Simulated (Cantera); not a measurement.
Input: 1 mol Si2Cl6, 3.5 mol N2, held at 1723 K and 5.50e-5 bar.

Equilibrium computed with Cantera from the NASA thermochemical tables; the gas is ideal and each condensed phase is pure. Candidate condensed phases: Si, Si3N4; 13 gas species. The feed counts by its element totals alone. The tables' values for SiCl3, SiCl are old estimates; treat these amounts as uncertain. The numbers say what is thermodynamically allowed, not how fast it happens.

Base state: N2 0.477, SiCl2 0.252, Cl 0.250, SiCl3 0.0177, SiCl4 0.00233, SiCl 0.000103, Cl2 7.35e-5 (mole fractions); condensed: gas only.

**Question.** What changes in the equilibrium state with this change: Si2Cl6 replaced by trisilylamine?

**Answer.** 
```json
[
 {"species": "H2", "before": "0", "after": "0.506"},
 {"species": "N2", "before": "0.477", "after": "0.458"},
 {"species": "Si", "before": "7.56e-6", "after": "0.0179"},
 {"species": "SiCl2", "before": "0.252", "after": "0"},
 {"species": "Cl", "before": "0.250", "after": "0"},
 {"species": "SiCl3", "before": "0.0177", "after": "0"},
 {"species": "H", "before": "0", "after": "0.0175"},
 {"species": "SiCl4", "before": "0.00233", "after": "0"},
 {"species": "SiH", "before": "0", "after": "0.000136"},
 {"species": "SiCl", "before": "0.000103", "after": "0"},
 {"species": "Si2N", "before": "<1e-9", "after": "8.85e-5"},
 {"species": "Si(l), mol", "before": "0", "after": "2.84"}
]
```
The tables' values for SiN are old estimates; treat these amounts as uncertain.
